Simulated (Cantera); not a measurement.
A counterflow diffusion flame at 0.790 bar, nozzles 20 mm apart: fuel side H₂ = 1 (molar parts) at 348 K, oxidiser side O₂ : N₂ = 0.26 : 0.74 (molar parts) at 650 K, fuel mass flux 0.32 times the oxidiser's; mixture-averaged transport, no radiation.

Model: the H2/O2 subset of GRI-Mech 3.0, which has no nitrogen chemistry, integrated in Cantera. The maximum strain rate includes the flame's own expansion and is several times the mean.

x: mole fraction; the columns are a selection and need not sum to one.

| oxidiser flux (kg/m²/s) | max strain (1/s) | mean strain (1/s) | T max (K) | peak x OH | peak x H | peak x H₂O | peak x HO₂ |
|---|---|---|---|---|---|---|---|
| 0.47 | 733 | 192 | 2626 | 0.0329 | 0.0277 | 0.307 | 4.82e-5 |
| 0.63 | 966 | 257 | 2585 | 0.0329 | 0.0297 | 0.304 | 5.84e-5 |
| 0.83 | 1260 | 339 | 2542 | 0.0327 | 0.0320 | 0.302 | 6.81e-5 |
| 1.1 | 1650 | 449 | 2492 | 0.0325 | 0.0348 | 0.299 | 7.89e-5 |
| 1.4 | 2080 | 572 | 2437 | 0.0320 | 0.0371 | 0.297 | 8.86e-5 |
| 1.9 | … | 776 | 2371 | 0.0312 | 0.0405 | 0.295 | … |
| 2.5 | … | 1020 | 2317 | 0.0307 | 0.0440 | 0.292 | … |
| 3.3 | 4790 | 1350 | 2258 | 0.0300 | 0.0478 | 0.289 | 0.000125 |
| 4.4 | 6370 | 1800 | 2191 | 0.0288 | 0.0517 | 0.287 | 0.000138 |

**Question.** What belongs in the gaps?

**Answer.** 
- 1.9, max strain (1/s): 2790
- 1.9, peak x HO₂: 0.000101
- 2.5, max strain (1/s): 3620
- 2.5, peak x HO₂: 0.000113
